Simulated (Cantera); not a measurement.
# Hydrocarbon pyrolysis for carbon deposition

An isothermal, constant-pressure homogeneous reactor starts with C₂H₆ : N₂ = 1 : 3 (molar parts), at 1150 K and 20.0 Torr.

Computed with Cantera and GRI-Mech 3.0 (53 species, 325 reactions). GRI-Mech 3.0 stops at C3 and has no aromatics, soot or wall deposition, so with more carbon than oxygen in the feed, carbon stays in small species such as C2H2 where larger ones or solid carbon would form. Radical loss at walls, strong at low pressure, is not modelled.

| t (s) | x C₂H₆ | x C₂H | x H₂ | x C₂H₂ | x HCN |
|---|---|---|---|---|---|
| 2.00e-6 | 0.250 | <1e-12 | 1.42e-12 | <1e-12 | <1e-12 |
| 8.25e-6 | 0.250 | <1e-12 | 2.00e-11 | <1e-12 | <1e-12 |
| 3.40e-5 | 0.250 | <1e-12 | 5.56e-10 | <1e-12 | <1e-12 |
| 0.000140 | 0.250 | <1e-12 | 4.02e-8 | <1e-12 | <1e-12 |
| 0.000579 | 0.250 | <1e-12 | 2.71e-6 | 2.54e-12 | <1e-12 |
| 0.00239 | 0.250 | <1e-12 | 0.000131 | 4.85e-9 | <1e-12 |
| 0.00985 | 0.246 | <1e-12 | 0.00277 | 2.47e-6 | 2.31e-12 |
| 0.0406 | 0.221 | 2.59e-12 | 0.0202 | 0.000142 | 8.99e-12 |
| 0.168 | 0.138 | 1.19e-11 | 0.0788 | 0.00206 | 1.43e-11 |
| 0.691 | 0.0170 | 4.87e-11 | 0.168 | 0.0150 | 1.80e-11 |
| 2.85 | 0.000556 | 2.72e-11 | 0.197 | 0.0369 | 1.83e-11 |
| 11.8 | 0.000174 | 2.60e-11 | 0.217 | 0.0617 | 1.79e-11 |
| 48.5 | 0.000103 | 4.03e-11 | 0.255 | 0.108 | 1.73e-11 |
| 200 | 5.25e-5 | 4.00e-11 | 0.274 | 0.132 | 1.72e-11 |
x: mole fraction; the columns are a selection and need not sum to one.

Equilibrium at this temperature and pressure: C₂H₆ 2.25e-5, C₂H 9.56e-12, H₂ 0.215, C₂H₂ 0.0886, HCN 0.0709 (gas phase only).
